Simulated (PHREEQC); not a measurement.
A solution holds 0.096 mol Cu(NO3)2, 0.099 mol H2SO4 and 0.0034 mol KCl per kg of water, at 25 °C. Closed to the air; pH follows from the charge balance.

Equilibrium calculation in PHREEQC: ion-association model, phreeqc.dat.

Precipitation was switched off in this run.

Problem. Order these S species by the share of S that they hold, largest first: CuSO4, HSO4-, SO4-2.

Solution. HSO4- (63 %), SO4-2 (20 %), CuSO4 (18 %)

The pH is 0.98 and the ionic strength 0.395 mol/kgw.
